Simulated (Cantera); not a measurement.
A closed system holds: 1 mol ZrN, 0.048 mol H2, held at 1498.15 K and 0.133 bar.

These are equilibrium values from Cantera (NASA tables, ideal gas, pure condensed phases), not measurements of a reactor. Candidate condensed phases: Zr, ZrN; 11 gas species. ZrN: taken at fixed stoichiometry. Equilibrium is a limit: real reactors are often held back by kinetics, nucleation or transport.

Base state: H2 1.000, H 4.71e-5 (mole fractions); condensed: ZrN(s).

Task: What changes in the equilibrium state with this change: ZrN replaced by SiO2?

Result: 
```tsv
species	before	after
H2	1.000	1.000
H2O	0	0.000110
SiO	0	0.000110
H	4.71e-5	4.71e-5
ZrN(s), mol	1.00	0
SiO2(β-quartz), mol	0	1.000
```
The tables hold silica as quartz up to 1696 K and as liquid above; real silica turns to tridymite and cristobalite and melts near 1996 K. Further candidate phases: H2O, Si, SiO2.
